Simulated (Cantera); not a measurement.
**Reactions in the system Cl-H-K**

Source: NASA polynomial tables (part measured, part estimated), evaluated in Cantera. Values are per mole of reaction as written; species without (g) are pure solids or liquids, kept so even where they would boil at 1 bar.

2 K(g) + 2 HCl(g) = H₂(g) + 2 KCl

```csv
T (K),ΔH° (kJ),ΔS° (J/K),ΔG° (kJ),log10 K,condensed phases
300,-866.7,-398.5,-747.2,130.09,KCl(s)
1600,-741.7,-265.7,-316.6,10.33,KCl(l)
1750,-731.4,-259.5,-277.2,8.27,KCl(l)
1900,-721.0,-253.9,-238.7,6.56,KCl(l)
2050,-710.8,-248.7,-201.0,5.12,KCl(l)
2200,-700.6,-243.9,-164.0,3.89,KCl(l)
```
